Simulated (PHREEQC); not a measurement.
# Buffer

Make-up at 25 °C: 0.061 mol/kgw NaH2PO4 and 0.0075 mol/kgw Na2HPO4. It is in equilibrium with CO2 at log p = -1 (atm). Otherwise closed; pH follows from the charge balance.

Computed with PHREEQC (ion-association model, phreeqc.dat).

Each row changes one thing in this solution. This is a speciation only: nothing precipitates in the calculation.

```
case                                               pH  ionic strength (mol/kgw)  HPO4-2 (mol/kgw)  HCO3- (mol/kgw)  NaHPO4- (mol/kgw)  NaHCO3 (mol/kgw)
-----------------------------------------------  ----  ------------------------  ----------------  ---------------  -----------------  ----------------
as made                                          5.87                    0.0814           0.00574          0.00140           0.000338           3.73e-5
diluted 5-fold with water                        5.71                    0.0158          0.000607         0.000882            1.10e-5           5.88e-6
Na2HPO4 left out                                 4.48                    0.0612          0.000211          5.55e-5            1.09e-5           1.25e-6
NaH2PO4 from 0.061 to 0.0061 mol/kgw             6.42                    0.0238           0.00276          0.00464            6.31e-5           4.09e-5
Na2HPO4 replaced by KH2PO4 at the same molality  4.47                    0.0688          0.000240          5.52e-5            1.20e-5           1.22e-6
Na2HPO4 replaced by NaNO3 at the same molality   4.47                    0.0687          0.000213          5.50e-5            1.20e-5           1.36e-6
NaH2PO4 from 0.061 to 0.305 mol/kgw              5.08                     0.325           0.00647         0.000249            0.00102           2.17e-5
```

Complexes and solids missing from the database can't appear.
